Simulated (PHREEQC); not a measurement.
## Silver or lead bath (model solution)

Solution (25 °C): 0.12 mmol/kgw PbCl2 and 0.058 mmol/kgw KBr. Closed to the air; pH follows from the charge balance.

All values are PHREEQC results (ion-association model, wateq4f.dat), not measurements.

Precipitation was switched off in this run.

Estimate the pH.

pH 5.84.

In which forms is Pb present?

Pb+2 98 %, PbOH+ 1.2 %, PbCl+ 0.8 % of the Pb.

Complexes and solids missing from the database can't appear.
